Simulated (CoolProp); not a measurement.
The numbers come from the reference Helmholtz-energy equation of state, Lemmon 2006 in CoolProp. It is a short technical equation, of lower accuracy than the large ones.

Q: For toluene, give the phase and the cv (kJ/(kg K)), conductivity (mW/(m K)) at 553.6 K and 161 bar.

A: 
- 553.6 K and 161 bar: liquid; cv 2.03, conductivity 88.4

Thermal conductivity comes from a separate model (Assael 2012).
